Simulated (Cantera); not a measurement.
An isothermal, constant-pressure homogeneous reactor starts with 82.0 % NO, 18.0 % N₂, at 1498 K and 0.780 bar.

Computed with Cantera and GRI-Mech 3.0 (53 species, 325 reactions).

Task: Predict: x(NO) at 300 s; x(N₂) at 300 s; x(N₂O) at 300 s; x(NO₂) at 300 s; x(O₂) at 300 s; x(O) at 300 s.

Result: 
```json
{
 "x(NO) at 300 s": "0.179 (gas-phase equilibrium 0.00147)",
 "x(N₂) at 300 s": "0.500 (gas-phase equilibrium 0.589)",
 "x(N₂O) at 300 s": "1.04e-5 (gas-phase equilibrium 6.89e-8)",
 "x(NO₂) at 300 s": "0.00105 (gas-phase equilibrium 9.73e-6)",
 "x(O₂) at 300 s": "0.319 (gas-phase equilibrium 0.409)",
 "x(O) at 300 s": "2.55e-6 (gas-phase equilibrium 2.88e-6)"
}
```
